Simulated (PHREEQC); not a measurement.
Solution A (7.1 mmol/kgw ZnSO4 and 1.7 mmol/kgw FeSO4) is mixed with solution B (0.074 mol HCl, 0.00015 mol ZnSO4 and 0.0026 mol NiSO4 per kg of water) at 25 °C; shares are by mass of water, 1 kg in all. No oxygen is let in. No CO2 enters from the air. Solids allowed: Zn(OH)2-e, Zn4(OH)6SO4, Zn5(OH)8Cl2, Ni(OH)2, Ni4(OH)6SO4, Melanterite, Goslarite, Morenosite. Others were left out.

Computed with PHREEQC (ion-association model, wateq4f.dat).

### Question
Predict pH, Ni+2 (mol/kgw), Fe+2 (mol/kgw) at share of solution B = 0.25, 0.45.

### Answer
| share of solution B | pH | Ni+2 (mol/kgw) | Fe+2 (mol/kgw) |
|---|---|---|---|
| 0.25 | 1.86 | 0.000548 | 0.00108 |
| 0.45 | 1.59 | 0.00103 | 0.000827 |

Species that the database lacks are ignored.
